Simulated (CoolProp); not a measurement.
Vapour-liquid equilibrium of R22 (1) + n-pentane (2) at -42.25 °C; x and y are mole fractions of (1).

Model: multi-fluid Helmholtz-energy mixture model, Kamei 1995 and Thol 2019; pair parameters Bell 2016, in CoolProp.

Give the bubble pressure and the first vapour's composition at x = 0.425, 0.8, 0.95. Is there an azeotrope?

x = 0.425: 0.6557 bar, y = 0.974; x = 0.8: 0.8172 bar, y = 0.986; x = 0.95: 0.9064 bar, y = 0.995. No azeotrope shows between x = 0.05 and 0.95.

The pair parameters rest on a limited set of measurements; away from them the model extrapolates. With so large a gap from Raoult's law the liquid may split in two, which this calculation doesn't test in full.
